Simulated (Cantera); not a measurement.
A closed system holds: 1 mol HI, 5 mol H2O, 0.19 mol H2, at 100 Torr.

Method: chemical equilibrium by Gibbs-energy minimisation in Cantera with the NASA 1993 tables (ideal gas, pure condensed phases). Candidate condensed phases: H2O, I2; 12 gas species. Kinetics and transport are ignored. All values below are at 1523 K.

Base state: H2O 0.762, I 0.114, H2 0.0868, HI 0.0366, I2 0.000945, H 1.86e-5 (mole fractions); condensed: gas only.

**Question.** What changes in the equilibrium state with this change: H2 from 0.19 to 4.6 mol?

**Answer.** 
```
species    before     after
-------  --------  --------
H2O         0.762     0.459
H2         0.0868     0.449
I           0.114    0.0528
HI         0.0366    0.0387
I2       0.000945  0.000203
H         1.86e-5   4.24e-5
```
